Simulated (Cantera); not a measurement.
A perfectly stirred reactor is fed with CH₄ : O₂ : N₂ = 1 : 1.67 : 6.27 (molar parts), equivalence ratio 1.2, at 0.440 bar; it is adiabatic with a 550 K inlet, and is followed from long to short residence time, starting on the burning branch (τ in s: 0.05, 0.023, 0.01, 0.0047, 0.0021, 0.00096, 0.00043, 0.0002, 8.9e-05, 4e-05, 1.8e-05, 8.2e-06, 3.7e-06).

Model: GRI-Mech 3.0 (53 species, 325 reactions), integrated in Cantera.

One state of this run: T (K) = 2151; x CH₄ = 5.01e-5; x O₂ = 0.00439; x C₂H₂ = 1.09e-7; x OH = 0.00696; x H₂ = 0.0296; x HCO = 1.25e-6; x CH₂O = 6.02e-6. x: mole fraction; the columns are a selection and need not sum to one.

### Question
Which value of τ (s) does it belong to?
A. 1.8e-5
B. 0.0047
C. 0.023
D. 0.00043

### Answer
B, 0.0047
